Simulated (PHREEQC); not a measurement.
0.92 g of hydrous ferric oxide (600 m²/g; 0.2 weak and 0.005 strong sites per Fe, Dzombak-Morel constants, diffuse double layer) in 1 kg of water with 0.005 mol/kgw of an inert sodium salt and 0.11 mmol/kgw Na2HAsO4, at 25 °C; the pH is set by adding NaOH or the inert anion's acid. Oxygen alone is held at its pressure in air (log pO2 = -0.68). The system is closed to CO2. No solid was allowed to form.

The series has 17 steps of pH, from 3 to 11.

The numbers come from PHREEQC with the ion-association model, wateq4f.dat.

**Question.** Near which pH is half of the As sorbed, and on which side is more sorbed?

**Answer.** Near pH 10.3, with more sorbed at lower pH.

**Question.** At which pH does the surface charge pass through zero?

**Answer.** Near pH 7.8.

Complexes and solids missing from the database can't appear. The oxide is taken as insoluble; below pH 4 it would dissolve.
